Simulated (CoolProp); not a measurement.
A simple Rankine cycle with R11: condensing at 330.15 K, boiler at 2.42 MPa, turbine inlet 471.5 K, turbine efficiency 0.9, pump efficiency 0.8, no recuperator. Each further row changes one setting.

Values from CoolProp's reference Helmholtz-energy equation of state, Jacobsen 1992.

```
case                             thermal efficiency (%)  net work (kJ/kg)  heat in (kJ/kg)  turbine exit temperature (K)  volume ratio over the turbine
-------------------------------  ----------------------  ----------------  ---------------  ----------------------------  -----------------------------
as stated                                          17.0              40.8              240                         378.5                           8.24
turbine inlet 491.5 K                              17.1              43.8              256                         398.3                           8.01
condensing temperature 322.15 K                    18.2              45.1              248                         370.6                           10.2
boiler pressure 1.69 MPa                           14.7              36.6              249                         397.4                           5.54
turbine efficiency 0.8                             15.0              36.0              240                         385.7                           8.42
```
